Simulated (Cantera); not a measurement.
Charge: 1 mol Cu, 0.022 mol H2O, 39 mol H2, at 0.00133 bar.

Cantera equilibrium calculation (NASA polynomials, part measured and part estimated; ideal gas, pure solids and liquids). Candidate condensed phases: Cu, CuO, Cu(OH)2, Cu2O, H2O; 12 gas species. Rates play no part.

Problem. Which condensed phases are stable at each of these points (T (K)): 1098, 1198, 1298, 1398, 1498, 1598, 1698, 1798, 1898, 1998?

Solution. 
```json
[
 {"T (K)": "1098", "condensed phases": "Cu(s)", "Cu condensed (%)": "100.0"},
 {"T (K)": "1198", "condensed phases": "Cu(s)", "Cu condensed (%)": "100.0"},
 {"T (K)": "1298", "condensed phases": "Cu(s)", "Cu condensed (%)": "99.6"},
 {"T (K)": "1398", "condensed phases": "Cu(l)", "Cu condensed (%)": "96.2"},
 {"T (K)": "1498", "condensed phases": "Cu(l)", "Cu condensed (%)": "76.6"},
 {"T (K)": "1598", "condensed phases": "gas only", "Cu condensed (%)": "0.0"},
 {"T (K)": "1698", "condensed phases": "gas only", "Cu condensed (%)": "0.0"},
 {"T (K)": "1798", "condensed phases": "gas only", "Cu condensed (%)": "0.0"},
 {"T (K)": "1898", "condensed phases": "gas only", "Cu condensed (%)": "0.0"},
 {"T (K)": "1998", "condensed phases": "gas only", "Cu condensed (%)": "0.0"}
]
```

From 1098 K to 1298 K the condensed part is Cu(s). From 1398 K to 1498 K the condensed part is Cu(l). From 1598 K to 1998 K nothing is condensed.
